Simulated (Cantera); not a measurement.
# Ignition delay

Mixture: 10.5 % CH4, 21.3 % O2, 68.1 % N2, equivalence ratio 0.99, at 750 Torr, adiabatic and at constant volume. Ignition delay is the time to a rise of 400 K.

Cantera simulation using GRI-Mech 3.0 (53 species, 325 reactions); the numbers are that mechanism's predictions, not measurements.

```
T0 (K)  delay (ms)
------  ----------
1173          56.0
1273          13.7
1373          3.89
1473          1.28
1573         0.494
1673         0.221
1773         0.111
1873        0.0615
```

```
Quantity                                                 Value
--------------------------------------------------  ----------
apparent activation energy between 1673 and 1873 K  170 kJ/mol
```
